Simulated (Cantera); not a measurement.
A Cantera script and what it prints.

```python
import numpy as np
import cantera as ct

gas_names = """
    C CO CO2 C2 C2O C3 C3O2 C4 C5 O O2 O3 Si SiC SiC2 SiO SiO2 Si2 Si2C Si3
""".split()
cond_names = """
    C(gr) Si(cr) Si(L) SiC(b) SiO2(Lqz) SiO2(hqz) SiO2(L)
""".split()


# ... load() reads the species with a 1 bar reference pressure and builds the phases ...
atoms = {
    'SiO2': {'Si': 1, 'O': 2},
    'CO': {'C': 1, 'O': 1},
}
top_T = {'C(gr)': 4500, 'SiC(b)': 3050}  # K; cautious upper limits of use, not melting points


# ... equilibrate(T, P, feed) seeds the gas with the atoms and calls Mixture.equilibrate('TP', solver="vcs", rtol=1e-11, max_steps=5000) ...
results = []
feed = {'SiO2': 1, 'CO': 3.1}  # mol
P = 630000  # Pa
for T in [1373, 1473, 1573, 1673, 1773, 1873, 1973, 2073]:
    mix = equilibrate(T, P, feed)
    results.append((T, P, feed, dict(zip(mix.species_names, mix.species_moles))))

top = {s: max(r[3][s] / sum(r[3][g] for g in gas_names) for r in results) for s in gas_names}
cols = sorted((s for s in top if top[s] > 0.0001), key=lambda s: -top[s])[:6]
seen = [c for c in cond_names if any(r[3].get(c, 0) > 1e-12 for r in results)]
print("log10 of partial pressures in bar; condensed amounts in mol")
print(f"{'T/K':>10s}" + "".join(f"{s[:9]:>10s}" for s in cols + seen))
for T, P, feed, n in results:
    ng = sum(n[g] for g in gas_names)
    print(f"{T:10.4g}" + "".join(f"{np.log10(max(n[s] / ng * P / 1e5, 1e-99)):10.3f}" for s in cols)
          + "".join(f"{n.get(c, 0):10.4g}" for c in seen))
```

Output:

```
log10 of partial pressures in bar; condensed amounts in mol
       T/K        CO       CO2       SiO     C(gr) SiO2(hqz)   SiO2(L)
      1373     0.793    -1.057    -8.977   0.04257         1         0
      1473     0.797    -1.478    -7.230   0.01627         1         0
      1573     0.798    -1.848    -5.708  0.006972         1         0
      1673     0.799    -2.172    -4.373   0.00329         1         0
      1773     0.799    -2.457    -3.204  0.001408         0    0.9997
      1873     0.799    -2.440    -2.440         0         0    0.9982
      1973     0.798    -2.091    -2.091         0         0     0.996
      2073     0.797    -1.777    -1.777         0         0    0.9918
```

Equilibrium computed with Cantera from the NASA thermochemical tables; the gas is ideal and each condensed phase is pure. The tables hold silica as quartz up to 1696 K and as liquid above; real silica turns to tridymite and cristobalite and melts near 1996 K.
